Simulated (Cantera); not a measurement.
Charge: 1 mol SiC, 0.0047 mol H2O, 1.2 mol N2, equilibrated at 2098 K.

These are equilibrium values from Cantera (NASA tables, ideal gas, pure condensed phases), not measurements of a reactor. Candidate condensed phases: C, C6H6, C7H8, C8H18, H2O, Si, SiC, SiO2, Si2N2O, Si3N4; 151 gas species. Mutual solubility and eutectic melting of coexisting phases are not modelled. Rates play no part.

**Question.** Which condensed phases are stable at each of these points (P (Pa)): 0.100, 1.50, 22, 320, 4600, 68000, 1000000?

**Answer.** 
```csv
P (Pa),condensed phases,Si condensed (%)
0.100,C(graphite),0.0
1.50,C(graphite),0.0
22,C(graphite) + SiC(s),93.2
320,SiC(s),99.4
4600,SiC(s),99.6
68000,SiC(s),99.7
1000000,SiC(s) + Si3N4(s),100.0
```

From 0.100 Pa to 1.50 Pa the condensed part is C(graphite). At 22.0 Pa the condensed part is C(graphite) + SiC(s). From 320 Pa to 68000 Pa the condensed part is SiC(s). At 1000000 Pa the condensed part is SiC(s) + Si3N4(s).
